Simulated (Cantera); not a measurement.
Feed: 1 mol Ti(OiPr)4, 0.38 mol C3H8, 89 mol H2, held at 1.00 bar.

These are equilibrium values from Cantera (NASA tables, ideal gas, pure condensed phases), not measurements of a reactor. Candidate condensed phases: C, C6H6, C7H8, C8H18, H2O, Ti, TiC, TiO, TiO2, Ti2O3, Ti3O5, Ti4O7; 113 gas species. The feed counts by its element totals alone. TiC: taken at fixed stoichiometry. Condensed phases not in the tables: Magnéli phases beyond Ti4O7. The numbers say what is thermodynamically allowed, not how fast it happens.

log p: log10 of the partial pressure in bar; n: condensed amount in mol.

```tsv
T (K)	log p H2	log p CO	log p CH4	log p H2O	log p H	log p C2H2 (acetylene)	n C(graphite)	n TiO2(rutile)	n Ti4O7(s)	n Ti3O5(s)	n TiC(s)
1125	-0.02	-1.74	-1.58	-2.95	-7.36	-7.66	8.53	1.00	0	0	0
1175	-0.02	-1.68	-1.75	-3.16	-6.92	-7.21	9.11	0	0.250	0	0
1225	-0.01	-1.68	-1.91	-3.40	-6.51	-6.80	9.64	0	0.250	0	0
1275	-0.01	-1.66	(withheld)	(withheld)	(withheld)	(withheld)	9.91	0	0	0.333	0
1325	-0.01	-1.66	-2.20	-3.82	-5.79	-6.08	10.1	0	0	0.333	0
1375	-0.02	-1.43	-2.34	-3.79	-5.47	-5.77	7.66	0	0	0	1.00
1425	-0.02	-1.43	-2.46	-3.97	-5.18	-5.47	7.78	0	0	0	1.00
1475	-0.02	-1.43	(withheld)	(withheld)	(withheld)	(withheld)	7.86	0	0	0	1.00
1525	-0.02	-1.43	-2.68	-4.29	-4.63	-4.93	7.91	0	0	0	1.00
1575	-0.02	-1.43	-2.77	-4.44	-4.39	-4.69	7.96	0	0	0	1.00
1625	-0.02	-1.43	-2.87	-4.58	-4.16	-4.47	7.99	0	0	0	1.00
1675	-0.02	-1.43	-2.95	-4.71	-3.94	-4.25	8.01	0	0	0	1.00
1725	-0.02	-1.43	-3.03	-4.83	-3.74	-4.05	8.02	0	0	0	1.00
1775	-0.02	-1.43	-3.11	-4.94	-3.55	-3.86	8.03	0	0	0	1.00
```

Complete the blanks.


- 1475, log p CH4: -2.57
- 1475, log p H2O: -4.14
- 1475, log p H: -4.90
- 1475, log p C2H2 (acetylene): -5.19
- 1275, log p CH4: -2.06
- 1275, log p H2O: -3.61
- 1275, log p H: -6.14
- 1275, log p C2H2 (acetylene): -6.43
